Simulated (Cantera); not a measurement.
A perfectly stirred reactor is fed with 61.0 % NH3, 39.0 % H2, at 82.5 Torr; it is held at 1600 K, and followed from long to short residence time.

Model: the gas-phase N/H chemistry of the illustrative SiF4/NH3 mechanism in the Surface Chemkin manual (1991), integrated in Cantera. Walls and surfaces, which speed up NH3 decomposition in real reactors, are not modelled.

x: mole fraction; the columns are a selection and need not sum to one.

| τ (s) | x NH3 | x H2 | x N2 | x H | x N |
|---|---|---|---|---|---|
| 5.8 | 0.521 | 0.451 | 0.0276 | 3.12e-5 | 1.37e-8 |
| 1.9 | 0.577 | 0.413 | 0.0102 | 2.75e-5 | 1.34e-8 |
| 0.63 | 0.598 | 0.398 | 0.00346 | 2.60e-5 | 1.31e-8 |
| 0.21 | 0.606 | 0.393 | 0.00111 | 2.50e-5 | 1.22e-8 |
| 0.068 | 0.609 | 0.391 | 0.000306 | 2.31e-5 | 9.91e-9 |
| 0.022 | 0.609 | 0.390 | ___ | ___ | ___ |
| 0.0074 | 0.610 | 0.390 | ___ | ___ | 6.11e-10 |
| 0.0024 | 0.610 | 0.390 | 1.27e-7 | 3.02e-6 | 2.44e-11 |
| 0.00081 | 0.610 | 0.390 | 4.02e-9 | 1.03e-6 | <1e-12 |
| 0.00027 | 0.610 | 0.390 | 9.56e-11 | 3.43e-7 | <1e-12 |

**Question.** Fill in the missing entries.

**Answer.** 
- 0.022, x N2: 5.63e-5
- 0.022, x H: 1.80e-5
- 0.022, x N: 4.83e-9
- 0.0074, x N2: 3.99e-6
- 0.0074, x H: 8.92e-6
